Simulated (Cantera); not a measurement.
Charge: 1 mol CaCO₃, 0.0094 mol C, 0.04 mol H₂O, at 17.0 Pa.

Method: chemical equilibrium by Gibbs-energy minimisation in Cantera with the NASA 1993 tables (ideal gas, pure condensed phases). Candidate condensed phases: C, C₆H₆, C₇H₈, C₈H₁₈, Ca, CaCO₃, CaO, Ca(OH)₂, H₂O; 115 gas species. Kinetics and transport are ignored.

x: gas mole fraction; n: condensed amount in mol.

```csv
T (K),x CO₂,x H₂O,x H₂,x CO,x O₂,x O,x H,x OH,n CaCO₃(calcite),n CaO(s)
548,0.187,0.435,0.374,0.00270,<1e-12,<1e-12,<1e-12,<1e-12,1.00,0
748,___,___,___,___,<1e-12,<1e-12,___,<1e-12,0.989,___
948,0.945,0.0369,0.00118,0.0167,<1e-12,<1e-12,1.38e-9,6.25e-11,0,1.00
1148,0.945,0.0375,0.000583,0.0173,4.11e-10,1.23e-11,1.33e-7,5.10e-8,0,1.00
1348,0.944,0.0378,___,0.0176,___,___,___,___,0,1.00
1548,0.940,0.0377,0.000290,0.0202,0.00124,2.06e-5,4.02e-5,0.000175,0,1.00
1748,0.884,0.0357,0.000641,0.0573,0.0196,0.000786,0.000444,0.00144,0,1.000
1948,0.708,0.0287,0.00157,0.170,0.0727,0.00919,0.00344,0.00567,0,1.000
2148,0.409,0.0140,0.00233,0.348,0.142,0.0557,0.0154,0.0119,0,0.998
```

Q: Fill in the missing entries.

A: 
- 1348, x H₂: 0.000359
- 1348, x O₂: 2.54e-6
- 1348, x O: 4.99e-8
- 1348, x H: 3.36e-6
- 1348, x OH: 5.69e-6
- 748, x CO₂: 0.299
- 748, x H₂O: 0.388
- 748, x H₂: 0.279
- 748, x CO: 0.0345
- 748, x H: 1.17e-11
- 748, n CaO(s): 0.0106
